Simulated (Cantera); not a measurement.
A freely propagating, adiabatic, planar premixed flame of H2 : O2 : N2 = 1 : 0.333 : 1.25 (molar parts), equivalence ratio 1.5, unburnt at 648 K and 2.60 bar; mixture-averaged transport, grid criteria slope 0.08 and curve 0.16, no radiation.

Detailed kinetics in Cantera: the H2/O2 subset of GRI-Mech 3.0, which has no nitrogen chemistry. The hydrogen kinetics of GRI-Mech 3.0 are dated; newer H2 mechanisms differ, most at raised pressure. Burning velocities carry a grid error of a few per cent, more on coarse grids.

**Question.** Predict: laminar burning velocity; thermal thickness; peak x(O); peak x(HO2); peak x(H2O2); peak x(OH).

**Answer.** 
| Property | Value |
|---|---|
| laminar burning velocity | 1080 cm/s |
| thermal thickness | 0.135 mm |
| peak x(O) | 0.00673 |
| peak x(HO2) | 0.000523 |
| peak x(H2O2) | 2.26e-5 |
| peak x(OH) | 0.0124 |
